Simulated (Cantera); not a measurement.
A closed system holds: 1 mol C₂F₆, 1.9 mol HCl, held at 100000 Pa.

These are equilibrium values from Cantera (NASA tables, ideal gas, pure condensed phases), not measurements of a reactor. Candidate condensed phases: C, C₆H₆, C₇H₈, C₈H₁₈; 118 gas species. The feed counts by its element totals alone. Gases not in the tables: C₂F₆ and larger saturated fluorocarbons. The numbers say what is thermodynamically allowed, not how fast it happens.

### Question
At 1850 °C, list the 6 most abundant gas species with their mole fractions, and the condensed phases.

### Answer
HF 0.387, Cl 0.267, CF₄ 0.223, Cl₂ 0.0541, HCl 0.0396, CF₂ 0.0137. Condensed: C(graphite).
